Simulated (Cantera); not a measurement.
A perfectly stirred reactor is fed with 2.08 % C2H6, 97.9 % H2, at 100.0 Torr; it is held at 1373 K, and followed from long to short residence time.

Model: GRI-Mech 3.0 (53 species, 325 reactions), integrated in Cantera. GRI-Mech 3.0 stops at C3 and has no aromatics, soot or wall deposition, so with more carbon than oxygen in the feed, carbon stays in small species such as C2H2 where larger ones or solid carbon would form.

Question: Predict: x(C2H6) at τ = 1.30 s; x(H2) at τ = 1.30 s; x(CH4) at τ = 1.30 s; x(C2H2) at τ = 1.30 s; x(C2H6) at τ = 25.0 ms; x(H2) at τ = 25.0 ms; x(CH4) at τ = 25.0 ms; x(C2H2) at τ = 25.0 ms.

Answer: 
```
Item                      Result
----------------------  --------
x(C2H6) at τ = 1.30 s    5.89e-5
x(H2) at τ = 1.30 s        0.974
x(CH4) at τ = 1.30 s      0.0107
x(C2H2) at τ = 1.30 s     0.0124
x(C2H6) at τ = 25.0 ms  0.000994
x(H2) at τ = 25.0 ms       0.974
x(CH4) at τ = 25.0 ms     0.0115
x(C2H2) at τ = 25.0 ms   0.00629
```
